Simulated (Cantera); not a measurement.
Mixture: 12.0 % CH4, 18.5 % O2, 69.5 % N2, at 0.350 bar, adiabatic and at constant pressure. Ignition delay is the time to a rise of 400 K.

Detailed kinetics in Cantera: GRI-Mech 3.0 (53 species, 325 reactions).

Q: Predict: delay at 1225 K; delay at 1375 K; delay at 1525 K; delay at 1675 K; delay at 1825 K; apparent activation energy between 1750 and 1900 K.

A: 
```json
{
  "delay at 1225 K": "85.1 ms",
  "delay at 1375 K": "11.4 ms",
  "delay at 1525 K": "2.27 ms",
  "delay at 1675 K": "0.668 ms",
  "delay at 1825 K": "0.256 ms",
  "apparent activation energy between 1750 and 1900 K": "160 kJ/mol"
}
```
